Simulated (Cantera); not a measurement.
A closed system holds: 1 mol SiCl4, 170 mol H2, equilibrated at 2600 K and 4800 Pa.

Cantera equilibrium calculation (NASA polynomials, part measured and part estimated; ideal gas, pure solids and liquids). The tables' values for SiCl are old estimates; treat these amounts as uncertain. Gases not in the tables: Si2H6 and higher silanes. Kinetics and transport are ignored.

| species | before | after |
|---|---|---|
| H2 | 0.815 | 0.971 |
| HCl | 0.0186 | 0.0208 |
| H | 0.158 | 0.00615 |
| Si | 0.00497 | 0.000673 |
| SiCl2 | 1.42e-5 | 0.00110 |
| Cl | 0.00253 | 9.83e-5 |
| SiH2 | 2.89e-5 | 8.93e-5 |
| SiH | 0.000224 | 0.000105 |
| SiCl | 7.17e-5 | 0.000104 |
| Si(l), mol | 0 | 0.640 |
Gas species are given as mole fractions.

Q: Name the change that produced these shifts.
(A) temperature from 2600 K to 1975 K
(B) H2 from 170 to 2.9 mol
(C) pressure from 4800 Pa to 160 Pa
(D) temperature from 2600 K to 1498 K

A: A, temperature from 2600 K to 1975 K
